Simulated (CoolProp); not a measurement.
Isobutane along the isotherm 175.25 °C: fugacity coefficient from the reference equation and from simpler models built on Tc = 134.7 °C, pc = 3.629 MPa, ω = 0.184; each cubic takes its own stable root.

Values from CoolProp's reference Helmholtz-energy equation of state, Bücker 2006.

```csv
p (MPa),phase,reference
0.0287,gas,0.9980
0.0447,gas,0.9969
0.0696,gas,0.9952
0.108,gas,0.9926
0.169,gas,0.9885
0.263,gas,0.9821
0.409,gas,0.9722
0.637,gas,0.9569
0.991,gas,0.9332
1.54,gas,0.8970
2.4,gas,0.8412
3.74,supercritical,0.7563
5.83,supercritical,0.6280
9.07,supercritical,0.4845
```

Question: How far does each simpler model (van der Waals, Soave-Redlich-Kwong) lie from the reference over these 14 states: mean and median of the absolute difference, and the worst?

Answer: 
- van der Waals: mean 0.3 %, median 0.2 %, worst +1.2 % at 175.25 °C and 9.07 MPa
- Soave-Redlich-Kwong: mean 0.4 %, median 0.0 %, worst +3.7 % at 175.25 °C and 9.07 MPa
